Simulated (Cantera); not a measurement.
A closed system holds: 1 mol Fe2O3, 9.6 mol CO, 0.31 mol C, held at 1698 K and 0.133 bar.

Method: chemical equilibrium by Gibbs-energy minimisation in Cantera with the NASA 1993 tables (ideal gas, pure condensed phases). Candidate condensed phases: C, Fe, Fe(CO)5, FeO, Fe2O3, Fe3O4; 15 gas species. Mutual solubility and eutectic melting of coexisting phases are not modelled. The tables' stoichiometric FeO is somewhat more stable than real wüstite, so its field is too wide. FeO: taken at fixed stoichiometry. The numbers say what is thermodynamically allowed, not how fast it happens.

Base state: CO 0.879, CO2 0.121, Fe 4.57e-5 (mole fractions); condensed: Fe(δ) + FeO(l).

Problem. What changes in the equilibrium state with this change: temperature from 1698 K to 1025 K?

Solution. 
```json
[
 {"species": "CO", "before": "0.879", "after": "0.803"},
 {"species": "CO2", "before": "0.121", "after": "0.197"},
 {"species": "Fe", "before": "4.57e-5", "after": "<1e-9"},
 {"species": "Fe(δ), mol", "before": "0.509", "after": "0"},
 {"species": "FeO(l), mol", "before": "1.49", "after": "0"},
 {"species": "Fe(α), mol", "before": "0", "after": "1.26"},
 {"species": "FeO(s), mol", "before": "0", "after": "0.736"}
]
```
